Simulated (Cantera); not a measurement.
**Thermodynamics of abatement and gas-phase synthesis, feed S + H2O + H2**

Feed: 1 mol S, a varied amount of H2O, 11 mol H2, equilibrated at 1973.15 K and 1.33 mbar.

Method: chemical equilibrium by Gibbs-energy minimisation in Cantera with the NASA 1993 tables (ideal gas, pure condensed phases). Candidate condensed phases: H2O, H2SO4, S; 19 gas species. Equilibrium is a limit: real reactors are often held back by kinetics, nucleation or transport.

```csv
n(H2O) (mol),x H2,x H2O,x H,x S2,x SO2,x SO,x S,x SH
0.049,0.905,0.00382,0.0352,0.0288,2.64e-6,0.000309,0.0124,0.0109
0.11,0.901,0.00851,0.0351,0.0285,1.32e-5,0.000688,0.0123,0.0108
0.27,0.889,0.0205,0.0349,0.0276,7.74e-5,0.00166,0.0121,0.0105
0.63,0.865,0.0460,0.0344,0.0257,0.000397,0.00369,0.0117,0.0100
1.5,0.812,0.100,0.0333,0.0214,0.00195,0.00780,0.0107,0.00888
3.5,0.720,0.197,0.0314,0.0133,0.00753,0.0136,0.00840,0.00658
8.1,0.579,0.345,0.0282,0.00357,0.0185,0.0154,0.00435,0.00306
```
x: gas mole fraction; nothing condenses.

From 0.049 mol H2O to 8.1 mol H2O nothing is condensed.
